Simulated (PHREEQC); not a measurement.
PHREEQC input (ion-association model, wateq4f.dat):

```
SOLUTION_MASTER_SPECIES
  An  An-  0  An  62.0  # stands for a non-complexing anion
SOLUTION_SPECIES
  An- = An-
    -log_k 0
    -gamma 3.0 0
  SO4-2 + 10H+ + 8e- = H2S + 4H2O  # shut off: sulfate is not reduced
    -log_k -100
    -delta_h 0
    -analytic -100
PHASES
  Fix_H+
    H+ = H+
    -log_k 0
SOLUTION 1
  temp 25
  units mmol/kgw
  pH 7 charge
  Cl 0.1274
  Mn(2) 0.062
  S(6) 0.0092
  Ag 0.0184
  Pb 0.0017
  Na 5
  An 5
END
SELECTED_OUTPUT 1
  -reset false
  -pH true
  -pe true
  -ionic_strength true
  -water true
  -totals Ag Cl Mn Na Pb S Mn(2) Mn(3) Mn(6) Mn(7)
    S(-2) S(6)
  -molalities Hfo_wOH Hfo_wOH2+ Hfo_wO- Hfo_sOH Hfo_sOH2+ Hfo_sO- Hfo_sOPb+ Hfo_wOPb+ Hfo_wSO4- Hfo_wOHSO4-2
    Hfo_sOMn+ Hfo_wOMn+ Hfo_sOAg Hfo_wOAg
  -saturation_indices Pyrochroite Litharge Anglesite Cotunnite Laurionite Larnakite Cerargyrite Ag2O Ag2SO4 Halite
    Mirabilite
USER_PUNCH 1
  -headings sigma psi
  10 PUNCH EDL("sigma", "Hfo"), EDL("psi", "Hfo")
PRINT
  -reset false
USE solution 1
SURFACE 1
  Hfo_wOH 3.59551e-05 600 0.016
  Hfo_sOH 8.98876e-07
EQUILIBRIUM_PHASES 1
  Fix_H+ -3 HAn 10
    -force_equality true
END
# ... the last block is repeated for the other 12 points of pH, with NaOH or the acid as the point needs
```

Selected output (columns that matter, 13 of 13 rows; pH added in front):

```
pH	mu	Ag	Mn	Na	Pb	S	si_Pyrochroite	si_Litharge	si_Anglesite	si_Cotunnite	si_Larnakite	si_Cerargyrite	si_Ag2O	si_Halite
3	0.0062929	1.84e-05	6.2e-05	0.005	1.6977e-06	1.0919e-07	-13.548	-12.638	-5.2746	-9.0328	-12.703	0.9575	-16.28	-7.8617
3.67	0.005442	1.84e-05	6.2e-05	0.005	1.6565e-06	2.1681e-07	-12.199	-11.299	-4.9453	-9.0297	-11.035	0.9613	-14.937	-7.8572
4.33	0.0052602	1.8399e-05	6.2e-05	0.005	1.3235e-06	7.9368e-07	-10.877	-10.075	-4.4699	-9.1243	-9.3348	0.9621	-13.616	-7.8561
5	0.0052198	1.8399e-05	6.1999e-05	0.005	8.924e-07	2.5471e-06	-9.5371	-8.9063	-4.1332	-9.2955	-7.8296	0.9623	-12.276	-7.8559
5.67	0.0052125	1.8398e-05	6.1998e-05	0.005	6.9378e-07	5.3001e-06	-8.1971	-7.6784	-3.9267	-9.4075	-6.3951	0.9623	-10.936	-7.8558
6.33	0.0052111	1.8395e-05	6.1977e-05	0.005	2.6628e-07	7.7924e-06	-6.8773	-6.7855	-4.1863	-9.8346	-5.7618	0.9623	-9.6164	-7.8558
7	0.0052119	1.8378e-05	6.169e-05	0.0050022	3.1164e-08	9.0016e-06	-5.5395	-6.4256	-5.1037	-10.815	-6.3193	0.9618	-8.2773	-7.8556
7.67	0.0052101	1.8312e-05	5.8721e-05	0.0050098	4.9382e-09	9.1768e-06	-4.2212	-6.0617	-6.0712	-11.791	-6.9229	0.9603	-6.9404	-7.8549
8.33	0.0052052	1.8186e-05	5.1978e-05	0.0050256	4.3063e-09	9.1934e-06	-2.9556	-5.2198	-6.5482	-12.268	-6.558	0.9574	-5.6266	-7.8534
9	0.0052083	1.8083e-05	4.7296e-05	0.0050444	1.3363e-08	9.1982e-06	-1.6636	-4.0727	-6.7408	-12.461	-5.6035	0.9547	-4.2921	-7.8518
9.67	0.0052435	1.8033e-05	4.5645e-05	0.0050907	9.4583e-08	9.1996e-06	-0.3705	-2.8442	-6.8524	-12.573	-4.4866	0.9521	-2.9571	-7.8479
10.33	0.0054144	1.7959e-05	4.4728e-05	0.0052837	6.9393e-07	9.1999e-06	0.8209	-1.9082	-7.2382	-12.957	-3.9364	0.944	-1.6527	-7.8326
11	0.0062577	1.7764e-05	4.3954e-05	0.0061622	1.5562e-06	9.2e-06	1.8208	-1.8299	-8.5093	-14.222	-5.1292	0.9079	-0.3819	-7.7695
```

Along this series the solution becomes supersaturated in solids that the run did not let form, among them Pyrochroite, Cerargyrite. Species that the database lacks are ignored. The oxide is taken as insoluble; below pH 4 it would dissolve.
